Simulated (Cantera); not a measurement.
## Transport properties of process gases

Gas mixture: 62.8 % H2O, 37.2 % CH3OH, at 750 Torr, frozen composition.

Cantera's kinetic-theory transport with the Lennard-Jones parameters of GRI-Mech 3.0, ideal gas; thermal conductivity in the multicomponent form. Polar gases are described roughly by these parameters.

```csv
T (K),ρ (kg/m³),cp (J/kg/K),μ (µPa s),λ (mW/m/K),Pr,D (cm²/s) H2,D (cm²/s) H2O,D (cm²/s) C2H2
400,0.698,1749,13.7,34.5,0.693,1.29,0.276,0.259
500,0.559,1905,17.2,47.0,0.700,1.92,0.433,0.399
600,0.466,2060,20.8,60.6,0.707,2.64,0.622,0.563
700,0.399,2201,24.3,74.9,0.713,3.44,0.840,0.749
800,0.349,2325,27.7,89.6,0.718,4.33,1.09,0.955
900,0.310,2437,30.9,104,0.722,5.28,1.36,1.18
1000,0.279,2552,34.1,120,0.726,6.31,1.65,1.42
```
D: mixture-averaged diffusion coefficient of that species in the mixture.
